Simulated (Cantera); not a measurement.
An adiabatic, constant-volume homogeneous reactor starts with CH4 : H2 : O2 : N2 = 1 : 0.27 : 3.75 : 14.1 (molar parts), equivalence ratio 0.57, at 1450 K and 1.00 bar. Integrator tolerance rtol = 1e-08.

Model: GRI-Mech 3.0 (53 species, 325 reactions), integrated in Cantera.

```tsv
quantity	before	after
time of steepest temperature rise	0.477 ms	0.412 ms
temperature at 0.300 s	2638 K	2647 K
equilibrium temperature	2638 K	2647 K
x(CH4) at 0.300 s	<1e-12 (gas-phase equilibrium <1e-12)	<1e-12 (gas-phase equilibrium <1e-12)
x(H2) at 0.300 s	0.00323 (gas-phase equilibrium 0.00323)	0.00308 (gas-phase equilibrium 0.00308)
x(O2) at 0.300 s	0.0754 (gas-phase equilibrium 0.0754)	0.0752 (gas-phase equilibrium 0.0752)
x(CO) at 0.300 s	0.00864 (gas-phase equilibrium 0.00864)	0.00830 (gas-phase equilibrium 0.00830)
x(C2H6) at 0.300 s	<1e-12 (gas-phase equilibrium <1e-12)	<1e-12 (gas-phase equilibrium <1e-12)
x(C2H) at 0.300 s	<1e-12 (gas-phase equilibrium <1e-12)	<1e-12 (gas-phase equilibrium <1e-12)
```

Question: What was changed between the two runs?
A) H2 0.27 to 0.52 parts
B) pressure from 1.00 bar to 1.20 bar
C) pressure from 1.00 bar to 3.40 bar
D) pressure from 1.00 bar to 0.260 bar

Answer: B, pressure from 1.00 bar to 1.20 bar
